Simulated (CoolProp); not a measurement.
Properties of R143a at several states.

The numbers come from the reference Helmholtz-energy equation of state, Lemmon and Jacobsen 2000 in CoolProp.

```
T (K)  p (MPa)   phase  cp (kJ/(kg K))  cv (kJ/(kg K))  speed of sound (m/s)  isothermal compressibility (1/MPa)  viscosity (µPa s)  fugacity coefficient
-----  -------  ------  --------------  --------------  --------------------  ----------------------------------  -----------------  --------------------
201.9     2.34  liquid             [?]          0.8341                 877.5                            0.001593                282               0.01273
204.4     0.85  liquid             [?]          0.8363                 857.7                                 [?]                273               0.03828
370.1    0.335     gas           1.091          0.9782                   [?]                               3.067                [?]                0.9741
178.5    0.276  liquid           1.226          0.8134                 977.4                            0.001224                377               0.01910
170.7    0.136  liquid             [?]          0.8114                  1014                            0.001116                [?]               0.01968
```

What belongs in the gaps?


- 201.9, cp (kJ/(kg K)): 1.263
- 204.4, cp (kJ/(kg K)): 1.271
- 204.4, isothermal compressibility (1/MPa): 0.001687
- 370.1, speed of sound (m/s): 196.7
- 370.1, viscosity (µPa s): 13.8
- 170.7, cp (kJ/(kg K)): 1.217
- 170.7, viscosity (µPa s): 425

Viscosity comes from a separate model (Klein 1997), an estimate that may be off by 10 % or more.
